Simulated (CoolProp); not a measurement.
CH3F (R41) at several states: density (kg/m³) from the reference equation and from simpler models built on Tc = 44.1 °C, pc = 5.906 MPa, ω = 0.200; each cubic takes its own stable root.

Model: reference Helmholtz-energy equation of state, Lemmon 2006, in CoolProp. It is a short technical equation, of lower accuracy than the large ones.

```csv
T (°C),p (MPa),phase,reference,van der Waals,Redlich-Kwong,Soave-Redlich-Kwong
-9.15,0.0987,gas,1.549,1.542,1.545,1.546
-76.45,5.71,liquid,884.8,473.5,(withheld),703.2
-3.75,0.38,gas,(withheld),(withheld),5.988,(withheld)
132.65,0.0108,gas,0.1090,0.1090,0.1090,0.1090
137.95,8.58,supercritical,(withheld),(withheld),(withheld),(withheld)
```

Problem. What belongs in the gaps?

Solution. 
- -76.45, Redlich-Kwong: 688.7
- -3.75, reference: 6.048
- -3.75, van der Waals: 5.946
- -3.75, Soave-Redlich-Kwong: 5.999
- 137.95, reference: 111.6
- 137.95, van der Waals: 115.4
- 137.95, Redlich-Kwong: 111.0
- 137.95, Soave-Redlich-Kwong: 105.1
